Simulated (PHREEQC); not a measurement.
Make-up at 25 °C: 0.00047 mol Ag2SO4, 0.0047 mol HNO3 and 0.00012 mol Zn(NO3)2 per kg of water. Closed to the air; pH follows from the charge balance.

Equilibrium calculation in PHREEQC: ion-association model, wateq4f.dat.

### Question
The ionic strength comes out as 0.00621 mol/kgw. What activity coefficients do AgSO4-, HSO4-, Ag+, SO4-2, H+ get?

### Answer
AgSO4- 0.92, HSO4- 0.92, Ag+ 0.92, SO4-2 0.72, H+ 0.93.

Precipitation was switched off in this run. Complexes and solids missing from the database can't appear.
